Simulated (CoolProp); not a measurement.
Vapour-liquid equilibrium of benzene (1) + octamethylcyclotetrasiloxane (D4) (2) at 550 kPa; x and y are mole fractions of (1).

Model: multi-fluid Helmholtz-energy mixture model, Thol 2012 and Thol 2015; pair parameters Bell 2016, in CoolProp.

```tsv
x	bubble temperature (°C)	y at the bubble point	dew temperature at overall composition x (°C)	liquid density (mol/L)
0.05	250.0	___	___	2.258
0.2	226.5	0.489	245.9	2.748
0.35	204.1	0.727	236.5	3.344
0.5	185.9	0.857	___	4.082
0.65	171.4	___	212.3	5.046
0.8	159.7	0.971	___	6.398
0.95	149.9	___	___	___
```

### Question
Complete the blanks.

### Answer

- 0.05, y at the bubble point: 0.130
- 0.05, dew temperature at overall composition x (°C): 254.4
- 0.5, dew temperature at overall composition x (°C): 225.6
- 0.65, y at the bubble point: 0.929
- 0.8, dew temperature at overall composition x (°C): 194.7
- 0.95, y at the bubble point: 0.995
- 0.95, dew temperature at overall composition x (°C): 166.0
- 0.95, liquid density (mol/L): 8.447

No azeotrope shows between x = 0.05 and 0.95.

Pair parameters are fitted to limited data, so mixtures are less certain than the pure fluids.
